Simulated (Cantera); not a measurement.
Charge: 1 mol Hg, 27 mol H2, held at 752 °C and 48.0 mbar.

Equilibrium computed with Cantera from the NASA thermochemical tables; the gas is ideal and each condensed phase is pure. Candidate condensed phases: Hg; 3 gas species. Rates play no part.

**Question.** What is the equilibrium state?

**Answer.** 
```
Quantity                              Value
--------------------------------  ---------
x(H2)                                 0.964
x(Hg)                                0.0357
gas amount                        28.00 mol
log10 activity of Hg(l) (absent)      -4.62
```
